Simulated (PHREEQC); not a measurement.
Solution (42 °C): 43 mmol/kgw AlCl3 and 7.8 mmol/kgw (CH3)4NCl. Closed to the air; pH follows from the charge balance.

Computed with PHREEQC (ion-association model, phreeqc.dat).

Task: The ionic strength comes out as 0.264 mol/kgw. What activity coefficients do Al(OH)2+, H+, AlOH+2, Cl-, Al+3 get?

Result: Al(OH)2+ 0.72, H+ 0.78, AlOH+2 0.27, Cl- 0.69, Al+3 0.11.

Precipitation was switched off in this run. Saturation is exceeded, for instance for Gibbsite (slow to form); the values hold only as long as no solid forms. (CH3)4N+ isn't in the database: it is added as a free cation with an ion size of 4 Å. Away from 25 °C the constants follow the database's enthalpies or fits; those with neither stay at their 25 °C values.
